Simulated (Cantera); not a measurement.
**N2O furnace oxynitridation**

An isothermal, constant-pressure homogeneous reactor starts with 41.5 % N2O, 0.169 % H2, 58.3 % N2, at 1500 K and 1.60 bar.

Detailed kinetics in Cantera: GRI-Mech 3.0 (53 species, 325 reactions). GRI-Mech 3.0 was tuned for natural gas; its chemistry of N2O as a main component is partial and can be far from experiment. The temperature is held fixed by assumption; the heat of reaction is taken as removed at once.

```tsv
t (s)	x N2O	x H2	x N2	x O	x NO2	x HO2
1.00e-6	0.415	0.00169	0.583	1.51e-5	2.43e-12	1.40e-9
3.16e-6	0.415	0.00168	0.583	3.57e-5	1.71e-10	4.36e-8
1.00e-5	0.415	0.00166	0.584	5.48e-5	9.14e-9	9.01e-7
3.16e-5	0.413	0.00150	0.584	5.67e-5	5.41e-7	7.65e-6
0.000100	0.410	0.000874	0.586	5.93e-5	1.11e-5	1.18e-5
0.000316	0.400	0.000193	0.591	6.21e-5	6.22e-5	6.05e-6
0.00100	0.373	7.86e-6	0.605	6.17e-5	0.000144	1.89e-6
0.00316	0.303	1.15e-7	0.639	5.70e-5	0.000277	7.81e-7
0.0100	0.169	9.28e-8	0.706	4.43e-5	0.000478	3.43e-7
0.0316	0.0409	4.78e-8	0.773	1.93e-5	0.000588	1.47e-7
0.100	0.00155	8.77e-9	0.796	2.36e-6	0.000425	3.34e-8
0.316	1.49e-6	5.61e-9	0.797	1.21e-6	0.000339	1.91e-8
1.00	1.36e-6	5.61e-9	0.797	1.21e-6	0.000339	1.91e-8
3.16	1.35e-6	5.61e-9	0.797	1.21e-6	0.000338	1.91e-8
10.0	1.31e-6	5.60e-9	0.797	1.21e-6	0.000334	1.91e-8
```
x: mole fraction; the columns are a selection and need not sum to one.

Equilibrium at this temperature and pressure: N2O 9.02e-8, H2 5.08e-9, N2 0.827, O 1.33e-6, NO2 6.91e-6, HO2 2.20e-8 (gas phase only).
